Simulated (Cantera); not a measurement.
Mixture: CH4 : H2 : O2 : N2 = 1 : 0.33 : 1.67 : 6 (molar parts), equivalence ratio 1.3, at 2700 Torr, adiabatic and at constant volume. Ignition delay is the time to a rise of 400 K.

Computed with Cantera and GRI-Mech 3.0 (53 species, 325 reactions).

**Question.** Predict: delay at 1298 K; delay at 1448 K; delay at 1598 K; delay at 1748 K; delay at 1898 K; apparent activation energy between 1823 and 1973 K.

**Answer.** 
* **delay at 1298 K**: 0.606 ms
* **delay at 1448 K**: 0.188 ms
* **delay at 1598 K**: 65.1 µs
* **delay at 1748 K**: 26.1 µs
* **delay at 1898 K**: 12.0 µs
* **apparent activation energy between 1823 and 1973 K**: 140 kJ/mol
